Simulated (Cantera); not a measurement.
## Hydrocarbon pyrolysis for carbon deposition

An isothermal, constant-pressure homogeneous reactor starts with C2H6 : N2 = 1 : 35 (molar parts), at 2000 K and 10.00 Torr.

Detailed kinetics in Cantera: GRI-Mech 3.0 (53 species, 325 reactions). GRI-Mech 3.0 stops at C3 and has no aromatics, soot or wall deposition, so with more carbon than oxygen in the feed, carbon stays in small species such as C2H2 where larger ones or solid carbon would form. Radical loss at walls, strong at low pressure, is not modelled.

| t (s) | x C2H6 | x CH4 | x H2 | x H | x CH2 | x HCN | x C2H2 |
|---|---|---|---|---|---|---|---|
| 2.00e-5 | 0.0224 | 5.78e-5 | 2.88e-5 | 7.25e-5 | 7.02e-6 | 1.81e-10 | 3.79e-8 |
| 8.05e-5 | 0.0105 | 0.000697 | 0.00203 | 0.00153 | 0.000165 | 8.37e-7 | 5.04e-5 |
| 0.000324 | 0.000134 | 0.00341 | 0.0222 | 0.00391 | 0.000260 | 4.49e-5 | 0.00820 |
| 0.00130 | 1.51e-6 | 0.00331 | 0.0427 | 0.00205 | 7.19e-5 | 0.000110 | 0.0219 |
| 0.00525 | 1.97e-7 | 0.00204 | 0.0481 | 0.00116 | 2.02e-5 | 0.000144 | 0.0247 |
| 0.0211 | 3.42e-8 | 0.00107 | 0.0503 | 0.000877 | 7.03e-6 | 0.000170 | 0.0255 |
| 0.0851 | 4.24e-9 | 0.000352 | 0.0515 | 0.000951 | 2.87e-6 | 0.000206 | 0.0260 |
| 0.343 | 1.07e-10 | 4.23e-5 | 0.0518 | 0.00133 | 6.99e-7 | 0.000274 | 0.0261 |
| 1.38 | <1e-12 | 4.41e-7 | 0.0515 | 0.00218 | 2.02e-8 | 0.000314 | 0.0261 |
| 5.55 | <1e-12 | 7.24e-8 | 0.0510 | 0.00314 | 7.00e-9 | 0.000315 | 0.0261 |
| 22.4 | <1e-12 | 6.91e-8 | 0.0510 | 0.00320 | 6.96e-9 | 0.000323 | 0.0261 |
| 90.0 | <1e-12 | 7.22e-8 | 0.0510 | 0.00320 | 7.27e-9 | 0.000351 | 0.0261 |
x: mole fraction; the columns are a selection and need not sum to one.

Equilibrium at this temperature and pressure: C2H6 <1e-12, CH4 1.56e-7, H2 0.0510, H 0.00320, CH2 1.57e-8, HCN 0.0435, C2H2 0.00448 (gas phase only).
